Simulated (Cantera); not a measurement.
An isothermal, constant-pressure homogeneous reactor starts with NO : N₂ = 1 : 8 (molar parts), at 1625 K and 0.0440 bar. Integrator tolerance rtol = 1e-08.

Model: GRI-Mech 3.0 (53 species, 325 reactions), integrated in Cantera. Radical loss at walls, strong at low pressure, is not modelled.

Problem. What does this change do: pressure from 0.0440 bar to 0.0710 bar?

Solution. 
```csv
quantity,before,after
x(NO) at 100 s,0.106 (gas-phase equilibrium 0.00121),0.103 (gas-phase equilibrium 0.00121)
x(NO₂) at 100 s,9.95e-6 (gas-phase equilibrium 4.88e-7),1.49e-5 (gas-phase equilibrium 6.20e-7)
x(O) at 100 s,5.64e-6 (gas-phase equilibrium 2.19e-5),5.16e-6 (gas-phase equilibrium 1.72e-5)
x(N₂O) at 100 s,3.95e-6 (gas-phase equilibrium 1.65e-8),3.76e-6 (gas-phase equilibrium 2.09e-8)
x(O₂) at 100 s,0.00244 (gas-phase equilibrium 0.0549),0.00379 (gas-phase equilibrium 0.0549)
x(N₂) at 100 s,0.891 (gas-phase equilibrium 0.944),0.893 (gas-phase equilibrium 0.944)
```
